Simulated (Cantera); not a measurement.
What does this Cantera script print?

```python
import numpy as np
import cantera as ct

surf = ct.Interface("diamond.yaml", "diamond_100")
gas, bulk = surf.adjacent["gas"], surf.adjacent["diamond"]
k = surf.kinetics_species_index(bulk.species_names[0])
cover = ["c6HH", "c6H*", "c6*H", "c6**", "c6HM", "c6B"]

rows, drift = [], 0.0
print(f"{'xCH3':>10s}{'um/h':>11s}" + "".join(f"{s:>11s}" for s in cover))
for v in [1e-06, 2.1e-06, 4.3e-06, 9e-06, 1.9e-05, 3.9e-05, 8.1e-05, 0.00017, 0.00035]:
    T, P, xH, xCH3 = 1100, 2900, 0.0027, v
    gas.TPX = T, P, {"H": xH, "CH3": xCH3, "CH4": 0.0027, "H2": 1 - xH - xCH3 - 0.0027}
    surf.TP = bulk.TP = T, P
    surf.coverages = "c6H*:0.1, c6HH:0.9"
    surf.advance_coverages(100.0)
    before = surf.coverages
    surf.advance_coverages(100.0)
    drift = max(drift, np.max(np.abs(surf.coverages - before) / (surf.coverages + 1e-9)))
    rate = surf.net_production_rates[k] * bulk.mean_molecular_weight / bulk.density * 3.6e9
    rows.append([rate, *surf[cover].coverages])
    print(f"{v:10.4g}{rate:11.4e}" + "".join(f"{x:11.3e}" for x in rows[-1][1:]))
```

It prints:

```
      xCH3       um/h       c6HH       c6H*       c6*H       c6**       c6HM        c6B
     1e-06 1.0785e-02  5.151e-01  2.776e-02  4.396e-01  1.745e-02  6.108e-05  2.927e-11
   2.1e-06 2.2645e-02  5.150e-01  2.775e-02  4.396e-01  1.744e-02  1.282e-04  6.145e-11
   4.3e-06 4.6355e-02  5.149e-01  2.775e-02  4.395e-01  1.744e-02  2.625e-04  1.258e-10
     9e-06 9.6961e-02  5.147e-01  2.774e-02  4.393e-01  1.742e-02  5.491e-04  2.631e-10
   1.9e-05 2.0442e-01  5.142e-01  2.771e-02  4.389e-01  1.739e-02  1.158e-03  5.547e-10
   3.9e-05 4.1850e-01  5.133e-01  2.766e-02  4.380e-01  1.733e-02  2.371e-03  1.136e-09
   8.1e-05 8.6441e-01  5.114e-01  2.754e-02  4.363e-01  1.719e-02  4.897e-03  2.346e-09
   0.00017 1.7933e+00  5.074e-01  2.731e-02  4.326e-01  1.692e-02  1.016e-02  4.866e-09
   0.00035 3.6083e+00  4.997e-01  2.686e-02  4.254e-01  1.639e-02  2.047e-02  9.791e-09
```

Model: the Harris–Goodwin 1993 mechanism for the reconstructed diamond (100) surface, integrated in Cantera.
